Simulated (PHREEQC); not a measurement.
# Buffer: an equilibrium model

Make-up at 25 °C: 0.145 mol/kgw NH4Cl, 0.0305 mol/kgw Na2HPO4 and 0.09 mol/kgw KCl. Closed to the air; pH follows from the charge balance.

Model: ion-association model, phreeqc.dat, run in PHREEQC.

No solid was allowed to form.

Task: Estimate the pH.

Result: pH 7.74.

Task: In which forms is K present?

Result: K+ 99 %, KHPO4- 1.2 % of the K.
